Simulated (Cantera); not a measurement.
Gas-phase reforming

An isothermal, constant-pressure homogeneous reactor starts with 15.9 % CH₄, 76.6 % CO₂, 7.50 % H₂, at 1975 K and 0.132 atm.

Computed with Cantera and GRI-Mech 3.0 (53 species, 325 reactions).

```json
[
 {"t (s)": "4.00e-5", "x CH₄": "0.158", "x CO₂": "0.765", "x H₂": "0.0754", "x CH₂": "3.81e-7", "x CO": "0.000135", "x CH₃": "0.00114", "x H₂O₂": "<1e-12"},
 {"t (s)": "0.000100", "x CH₄": "0.156", "x CO₂": "0.764", "x H₂": "0.0760", "x CH₂": "2.01e-6", "x CO": "0.000663", "x CH₃": "0.00275", "x H₂O₂": "<1e-12"},
 {"t (s)": "0.000250", "x CH₄": "0.147", "x CO₂": "0.757", "x H₂": "0.0801", "x CH₂": "7.69e-6", "x CO": "0.00410", "x CH₃": "0.00575", "x H₂O₂": "1.72e-12"},
 {"t (s)": "0.000626", "x CH₄": "0.112", "x CO₂": "0.718", "x H₂": "0.104", "x CH₂": "1.29e-5", "x CO": "0.0234", "x CH₃": "0.00671", "x H₂O₂": "5.23e-12"},
 {"t (s)": "0.00157", "x CH₄": "0.0619", "x CO₂": "0.627", "x H₂": "0.128", "x CH₂": "1.06e-5", "x CO": "0.0796", "x CH₃": "0.00408", "x H₂O₂": "1.29e-11"},
 {"t (s)": "0.00392", "x CH₄": "0.0231", "x CO₂": "0.499", "x H₂": "0.0959", "x CH₂": "8.49e-6", "x CO": "0.184", "x CH₃": "0.00191", "x H₂O₂": "3.37e-11"},
 {"t (s)": "0.00980", "x CH₄": "0.00478", "x CO₂": "0.382", "x H₂": "0.0537", "x CH₂": "7.36e-6", "x CO": "0.295", "x CH₃": "0.000661", "x H₂O₂": "8.87e-11"},
 {"t (s)": "0.0245", "x CH₄": "0.00217", "x CO₂": "0.312", "x H₂": "0.0633", "x CH₂": "4.39e-6", "x CO": "0.376", "x CH₃": "0.000335", "x H₂O₂": "9.31e-11"},
 {"t (s)": "0.0613", "x CH₄": "0.000886", "x CO₂": "0.261", "x H₂": "0.0811", "x CH₂": "1.18e-6", "x CO": "0.438", "x CH₃": "0.000118", "x H₂O₂": "6.54e-11"},
 {"t (s)": "0.153", "x CH₄": "7.59e-6", "x CO₂": "0.248", "x H₂": "0.0864", "x CH₂": "1.25e-8", "x CO": "0.453", "x CH₃": "1.20e-6", "x H₂O₂": "8.91e-11"},
 {"t (s)": "0.383", "x CH₄": "1.35e-12", "x CO₂": "0.247", "x H₂": "0.0863", "x CH₂": "<1e-12", "x CO": "0.453", "x CH₃": "<1e-12", "x H₂O₂": "2.06e-10"},
 {"t (s)": "0.959", "x CH₄": "1.31e-12", "x CO₂": "0.247", "x H₂": "0.0863", "x CH₂": "<1e-12", "x CO": "0.453", "x CH₃": "<1e-12", "x H₂O₂": "2.12e-10"},
 {"t (s)": "2.40", "x CH₄": "1.31e-12", "x CO₂": "0.247", "x H₂": "0.0863", "x CH₂": "<1e-12", "x CO": "0.453", "x CH₃": "<1e-12", "x H₂O₂": "2.12e-10"},
 {"t (s)": "6.00", "x CH₄": "1.31e-12", "x CO₂": "0.247", "x H₂": "0.0863", "x CH₂": "<1e-12", "x CO": "0.453", "x CH₃": "<1e-12", "x H₂O₂": "2.12e-10"}
]
```
x: mole fraction; the columns are a selection and need not sum to one.

Equilibrium at this temperature and pressure: CH₄ 1.42e-12, CO₂ 0.247, H₂ 0.0863, CH₂ <1e-12, CO 0.453, CH₃ <1e-12, H₂O₂ 2.12e-10 (gas phase only).
